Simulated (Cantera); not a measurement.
Feed: 1 mol Fe₃O₄, 0.03 mol HCl, 0.17 mol N₂, equilibrated at 18.0 Torr.

These are equilibrium values from Cantera (NASA tables, ideal gas, pure condensed phases), not measurements of a reactor. Candidate condensed phases: Fe, FeCl₂, FeCl₃, FeO, Fe(OH)₂, Fe(OH)₃, Fe₂O₃, Fe₃O₄, H₂O, NH₄Cl; 37 gas species. Condensed phases not in the tables: FeOCl. Kinetics and transport are ignored. All values below are at 552 °C.

Base state: N₂ 0.850, HCl 0.145, H₂O 0.00272, FeCl₂ 0.00188, FeCl₃ 0.000509, Fe₂Cl₄ 3.77e-5 (mole fractions); condensed: Fe₂O₃(s) + Fe₃O₄(s).

Task: What changes in the equilibrium state with this change: HCl from 0.03 to 1.2 mol?

Result: 
| species | before | after |
|---|---|---|
| HCl | 0.145 | 0.841 |
| N₂ | 0.850 | 0.125 |
| H₂O | 0.00272 | 0.0190 |
| FeCl₂ | 0.00188 | 0.00906 |
| Fe₂Cl₆ | 4.08e-7 | 4.59e-5 |
| Fe₂Cl₄ | 3.77e-5 | 0.000878 |
| FeCl₃ | 0.000509 | 0.00539 |
| Fe₂O₃(s), mol | 0.000339 | 0.0110 |
| Fe₃O₄(s), mol | 1.000 | 0.985 |
